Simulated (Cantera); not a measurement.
A closed system holds: 1 mol HgO, 1.8 mol O₂, 1.8 mol H₂, held at 1173.15 K and 750 Torr.

Cantera equilibrium calculation (NASA polynomials, part measured and part estimated; ideal gas, pure solids and liquids). Candidate condensed phases: H₂O, Hg, HgO; 10 gas species. Equilibrium is a limit: real reactors are often held back by kinetics, nucleation or transport.

Q: What is the equilibrium state?

A: 
```
Property                             Result
--------------------------------  ---------
x(H₂O)                                0.429
x(O₂)                                 0.333
x(Hg)                                 0.238
x(OH)                               4.79e-6
gas amount                        4.200 mol
log10 activity of Hg(l) (absent)      -2.84
```
